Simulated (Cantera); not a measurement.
A perfectly stirred reactor is fed with H₂ : O₂ : N₂ = 0.3 : 1 : 3.8 (molar parts), equivalence ratio 0.15, at 4.13 Torr; it is held at 1350 K, and followed from long to short residence time.

Cantera simulation using GRI-Mech 3.0 (53 species, 325 reactions); the numbers are that mechanism's predictions, not measurements. Radical loss at walls, strong at low pressure, is not modelled. The temperature is held fixed by assumption; the heat of reaction is taken as removed at once.

One state of this run: x H₂ = 0.00311; x O₂ = 0.162; x OH = 0.00413; x N₂O = 1.64e-9; x HO₂ = 3.27e-7; x H₂O = 0.0463. x: mole fraction; the columns are a selection and need not sum to one.

Which value of τ (s) does it belong to?
(A) 0.0014
(B) 0.0036
(C) 0.023
(D) 0.15

D, 0.15
